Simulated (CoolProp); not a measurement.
A Linde-Hampson liquefier for ethylene: isothermal reversible compression at 300 K from 1 atm to 30 MPa, throttling to 1 atm, return gas leaving the recuperator 0 K below the feed. Each further row changes one setting.

Computed with CoolProp (reference Helmholtz-energy equation of state, Smukala 2000).

```tsv
case	liquid yield per pass	compression work (kJ/kg of gas)
as stated	0.481	397
high pressure 60 MPa	0.454	462
warm-end temperature 330 K	0.404	467
warm-end gap 5 K	0.475	397
```
